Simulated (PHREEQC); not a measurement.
Dissolve 55 mmol/kgw Cu(NO3)2 and 120 mmol/kgw KCl at 35 °C. Closed to the air; pH follows from the charge balance.

The numbers come from PHREEQC with the ion-association model, wateq4f.dat.

Each row changes one thing in this solution. This is a speciation only: nothing precipitates in the calculation.

```json
[
 {"case": "as made", "pH": "4.29", "ionic strength (mol/kgw)": "0.271"},
 {"case": "KCl from 0.12 to 1.2 mol/kgw", "pH": "___", "ionic strength (mol/kgw)": "1.30"},
 {"case": "KCl left out", "pH": "4.22", "ionic strength (mol/kgw)": "0.165"},
 {"case": "Cu(NO3)2 from 0.055 to 0.11 mol/kgw", "pH": "4.13", "ionic strength (mol/kgw)": "___"},
 {"case": "KCl replaced by KHF2 at the same molality", "pH": "3.10", "ionic strength (mol/kgw)": "0.252"},
 {"case": "Cu(NO3)2 left out", "pH": "6.83", "ionic strength (mol/kgw)": "0.120"},
 {"case": "temperature from 35 to 45 °C", "pH": "4.19", "ionic strength (mol/kgw)": "0.265"},
 {"case": "diluted 2-fold with water", "pH": "___", "ionic strength (mol/kgw)": "0.138"},
 {"case": "temperature from 35 to 85 °C", "pH": "3.87", "ionic strength (mol/kgw)": "0.235"}
]
```

**Question.** What belongs in the gaps?

**Answer.** 
- KCl from 0.12 to 1.2 mol/kgw, pH: 4.69
- Cu(NO3)2 from 0.055 to 0.11 mol/kgw, ionic strength (mol/kgw): 0.426
- diluted 2-fold with water, pH: 4.44

The ionic strength passes 0.7 mol/kgw, the rough limit of the ion-association models, in KCl from 0.12 to 1.2 mol/kgw. Some of these states are supersaturated (in Atacamite, CuF2:2H2O, for instance). Constants without temperature data keep their 25 °C values here.
